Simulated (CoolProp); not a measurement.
Vinyl chloride along the isotherm 430 K: Z from the reference equation and from simpler models built on Tc = 425.0 K, pc = 5.600 MPa, ω = 0.160; each cubic takes its own stable root.

Computed with CoolProp (reference Helmholtz-energy equation of state, Thol 2022).

```tsv
p (MPa)	phase	reference
6.22	supercritical	0.2483
12.4	supercritical	0.3367
18.7	supercritical	0.4697
24.9	supercritical	0.5970
31.1	supercritical	0.7209
37.3	supercritical	0.8419
43.6	supercritical	0.9622
49.8	supercritical	1.078
56	supercritical	1.193
```

How far does each simpler model (Redlich-Kwong, Soave-Redlich-Kwong, Peng-Robinson) lie from the reference over these 9 states: mean and median of the absolute difference, and the worst?


- Redlich-Kwong: mean 8.3 %, median 6.6 %, worst +17.5 % at 430 K and 6.22 MPa
- Soave-Redlich-Kwong: mean 8.8 %, median 6.8 %, worst +21.2 % at 430 K and 6.22 MPa
- Peng-Robinson: mean 4.9 %, median 4.9 %, worst +11.8 % at 430 K and 6.22 MPa
